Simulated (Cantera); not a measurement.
# Silicon nitride deposition: Si2Cl6 + NH3 + N2

A closed system holds: 1 mol Si2Cl6, 8.5 mol NH3, 28 mol N2, equilibrated at 777 °C and 1.50 Torr.

These are equilibrium values from Cantera (NASA tables, ideal gas, pure condensed phases), not measurements of a reactor. Candidate condensed phases: NH4Cl, Si, Si3N4; 28 gas species. The feed counts by its element totals alone. The numbers say what is thermodynamically allowed, not how fast it happens.

```
Property                              Value
--------------------------------  ---------
x(N2)                                 0.663
x(H2)                                 0.209
x(HCl)                                0.128
x(SiCl4)                           0.000249
x(SiCl3)                            6.65e-6
x(SiHCl3)                           4.24e-6
x(SiCl2)                            3.22e-6
n(Si3N4(s))                       0.663 mol
gas amount                        46.66 mol
log10 activity of Si(s) (absent)      -4.65
```
